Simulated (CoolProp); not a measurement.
Properties of R1336mzz(E) at several states.

The numbers come from the reference Helmholtz-energy equation of state, Akasaka 2023 in CoolProp.

```tsv
T (°C)	p (bar)	phase	density (kg/m³)	cp (kJ/(kg K))	cv (kJ/(kg K))	isothermal compressibility (1/MPa)	expansivity (1/kK)
63.05	3.78	gas	(withheld)	0.9051	(withheld)	2.975	(withheld)
82.65	3.38	gas	20.21	(withheld)	0.8309	3.204	(withheld)
107.45	26.9	liquid	994.4	1.507	0.9373	0.03329	7.037
15.65	8.06	liquid	(withheld)	(withheld)	0.8758	0.002746	2.133
```

Complete the blanks.


- 63.05, density (kg/m³): 24.70
- 63.05, cv (kJ/(kg K)): 0.8204
- 63.05, expansivity (1/kK): 4.300
- 82.65, cp (kJ/(kg K)): 0.9039
- 82.65, expansivity (1/kK): 3.646
- 15.65, density (kg/m³): 1356
- 15.65, cp (kJ/(kg K)): 1.229
